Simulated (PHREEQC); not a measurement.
Make-up at 20 °C: 1.1 mmol/kgw Pb(NO3)2 and 0.086 mmol/kgw ZnCl2. Closed to the air; pH follows from the charge balance.

The numbers come from PHREEQC with the ion-association model, phreeqc.dat.

```yaml
pH: 5.39
ionic_strength: 0.00349 mol/kgw
specific_conductance: 274 µS/cm
```

```
species  molality  activity   log γ
-------  --------  --------  ------
NO3-      0.00217   0.00204  -0.028
Pb+2      0.00106  0.000825  -0.111
Cl-      0.000167  0.000157  -0.028
Zn+2      8.60e-5   6.69e-5  -0.109
PbNO3+    2.65e-5   2.48e-5  -0.028
PbCl+     4.84e-6   4.54e-6  -0.028
H+        4.34e-6   4.09e-6  -0.025
PbOH+     4.19e-6   3.93e-6  -0.028
Pb2OH+3   1.29e-7   7.26e-8  -0.249
ZnCl+     2.40e-8   2.26e-8  -0.028
ZnOH+     1.30e-8   1.22e-8  -0.028
OH-       1.78e-9   1.67e-9  -0.028
PbCl2     1.24e-9   1.24e-9   0.000
```

Precipitation was switched off in this run. Complexes and solids missing from the database can't appear.
